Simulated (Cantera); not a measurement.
Cantera run:

```python
import numpy as np
import cantera as ct

gas_names = """
    Fe FeO Fe(OH)2 H HO2 H2 H2O H2O2 H2S H2SO4 O OH O2 O3 S SH SO SO2 SO3 S2 S2O S8
""".split()
cond_names = """
    Fe(a) Fe(c) Fe(d) Fe(L) FeO(s) FeO(L) Fe(OH)2(s) Fe(OH)3(s) FeS(a) FeS(b) FeS(c) FeS(L) FeSO4(s)
    FeS2(s) Fe2O3(s) Fe2S3O12(s) Fe3O4(s) H2O(s) H2O(L) H2SO4(L) S(cr1) S(cr2) S(L)
""".split()


# ... load() reads the species with a 1 bar reference pressure and builds the phases ...
atoms = {
    'FeS2': {'Fe': 1, 'S': 2},
    'H2S': {'H': 2, 'S': 1},
    'O2': {'O': 2},
}
top_T = {'FeSO4(s)': 950, 'FeS2(s)': 1010, 'Fe2O3(s)': 1830, 'Fe2S3O12(s)': 1100, 'Fe3O4(s)': 1870}  # K; cautious upper limits of use, not melting points


# ... equilibrate(T, P, feed) seeds the gas with the atoms and calls Mixture.equilibrate('TP', solver="vcs", rtol=1e-11, max_steps=5000) ...
results = []
T = 1300  # K
P = 340000  # Pa
for m in [0.27, 0.49, 0.7, 0.91, 1.1, 1.3, 1.6, 1.8, 2, 2.2, 2.4]:
    feed = {'FeS2': 1, 'H2S': m, 'O2': 0.61}  # mol
    mix = equilibrate(T, P, feed)
    results.append((T, P, feed, dict(zip(mix.species_names, mix.species_moles))))

top = {s: max(r[3][s] / sum(r[3][g] for g in gas_names) for r in results) for s in gas_names}
cols = sorted((s for s in top if top[s] > 0.0001), key=lambda s: -top[s])[:7]
seen = [c for c in cond_names if any(r[3].get(c, 0) > 1e-12 for r in results)]
print("log10 of partial pressures in bar; condensed amounts in mol")
print(f"{'n(H2S)':>10s}" + "".join(f"{s[:9]:>10s}" for s in cols + seen))
for T, P, feed, n in results:
    ng = sum(n[g] for g in gas_names)
    print(f"{feed['H2S']:10.4g}" + "".join(f"{np.log10(max(n[s] / ng * P / 1e5, 1e-99)):10.3f}" for s in cols)
          + "".join(f"{n.get(c, 0):10.4g}" for c in seen))
```

Output:

```
log10 of partial pressures in bar; condensed amounts in mol
    n(H2S)       SO2       H2O        S2       H2S        H2       S2O        SO    FeS(c)
      0.27     0.166    -0.170     0.021    -0.897    -1.953    -1.181    -2.627         1
      0.49    -0.005    -0.024     0.062    -0.635    -1.711    -1.237    -2.703         1
       0.7    -0.159     0.039     0.080    -0.481    -1.566    -1.301    -2.776         1
      0.91    -0.310     0.072     0.087    -0.368    -1.457    -1.370    -2.849         1
       1.1    -0.445     0.086     0.087    -0.285    -1.375    -1.438    -2.917         1
       1.3    -0.588     0.091     0.083    -0.212    -1.299    -1.512    -2.989         1
       1.6    -0.803     0.086     0.070    -0.119    -1.200    -1.630    -3.100         1
       1.8    -0.946     0.076     0.058    -0.067    -1.142    -1.710    -3.174         1
         2    -1.085     0.063     0.045    -0.021    -1.089    -1.790    -3.247         1
       2.2    -1.219     0.047     0.030     0.020    -1.041    -1.868    -3.318         1
       2.4    -1.347     0.030     0.014     0.055    -0.997    -1.944    -3.386         1
```

Method: chemical equilibrium by Gibbs-energy minimisation in Cantera with the NASA 1993 tables (ideal gas, pure condensed phases). FeS: taken at fixed stoichiometry.
